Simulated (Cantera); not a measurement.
A Cantera script and its output.

```python
import numpy as np
import cantera as ct

gas = ct.Solution("gri30.yaml")
gas.TPX = 1025, 1700000, {'CH2O': 0.026, 'O2': 0.0036, 'N2': 1, 'H2O': 0.0022}
reactor = ct.IdealGasConstPressureReactor(gas, energy="off", clone=False)
net = ct.ReactorNet([reactor])
net.rtol, net.atol = 1e-08, 1e-18
show = ['CH2O', 'O2', 'CH2CO', 'CH2', 'HO2']
times = np.geomspace(4e-06, 100, 15)

steps = ct.SolutionArray(gas, extra=["t"])
rows = []
print(f"{'t/s':>10s}{'T/K':>9s}{'P/Pa':>11s}" + "".join(f"{s:>11s}" for s in show))
for t in times:
    while net.time < t:
        t_next = net.step()
        steps.append(gas.state, t=t_next)
    rows.append([np.interp(t, steps.t, y) for y in (steps.T, steps.P, *steps(*show).X.T)])
    print(f"{t:10.3e}{rows[-1][0]:9.1f}{rows[-1][1]:11.4g}" + "".join(f"{x:11.3e}" for x in rows[-1][2:]))
rate = np.gradient(steps.T, steps.t)
print("integrator steps:", len(steps.t))
if steps.T.max() > steps.T[0] + 200:
    print(f"time of steepest temperature rise: {steps.t[rate.argmax()]:.4e} s")
gas.TPX = 1025, 1700000, {'CH2O': 0.026, 'O2': 0.0036, 'N2': 1, 'H2O': 0.0022}
gas.equilibrate("TP")
print(f"equilibrium (TP): T = {gas.T:.1f} K  " + "  ".join(f"{s} {gas[s].X[0]:.3e}" for s in show))
```

It prints:

```
       t/s      T/K       P/Pa       CH2O         O2      CH2CO        CH2        HO2
 4.000e-06   1025.0    1.7e+06  2.520e-02  3.489e-03  1.821e-18  1.138e-17  4.030e-08
 1.350e-05   1025.0    1.7e+06  2.520e-02  3.489e-03  2.681e-17  5.860e-17  1.390e-07
 4.559e-05   1025.0    1.7e+06  2.520e-02  3.488e-03  7.673e-16  5.864e-16  5.103e-07
 1.539e-04   1025.0    1.7e+06  2.516e-02  3.470e-03  7.873e-14  2.803e-14  3.512e-06
 5.197e-04   1025.0    1.7e+06  2.255e-02  2.423e-03  6.649e-10  3.266e-11  6.267e-05
 1.755e-03   1025.0    1.7e+06  2.663e-07  3.117e-05  2.843e-07  8.802e-12  4.264e-07
 5.924e-03   1025.0    1.7e+06  4.916e-08  1.798e-05  8.391e-08  9.350e-15  6.816e-08
 2.000e-02   1025.0    1.7e+06  2.020e-08  1.266e-05  4.435e-08  2.641e-15  3.208e-08
 6.752e-02   1025.0    1.7e+06  6.996e-09  5.234e-06  9.226e-09  9.241e-16  9.684e-09
 2.280e-01   1025.0    1.7e+06  4.402e-09  1.160e-06  7.086e-10  1.151e-16  8.680e-10
 7.697e-01   1025.0    1.7e+06  4.086e-09  2.509e-07  6.620e-11  7.934e-18  5.148e-11
 2.599e+00   1025.0    1.7e+06  4.043e-09  6.316e-08  1.219e-11  6.168e-19  3.604e-12
 8.773e+00   1025.0    1.7e+06  4.034e-09  1.586e-08  4.820e-12  7.563e-20  2.960e-13
 2.962e+01   1025.0    1.7e+06  4.032e-09  2.505e-09  3.469e-12  2.493e-20  2.259e-14
 1.000e+02   1025.0    1.7e+06  4.032e-09  4.622e-11  3.268e-12  1.895e-20  3.274e-16
integrator steps: 2343
equilibrium (TP): T = 1025.0 K  CH2O 3.918e-09  O2 7.385e-23  CH2CO 1.730e-11  CH2 7.650e-20  HO2 4.685e-26
```

Model: GRI-Mech 3.0 (53 species, 325 reactions), integrated in Cantera. The pressure lies above the range GRI-Mech 3.0 was tuned for (to about 10 atm).
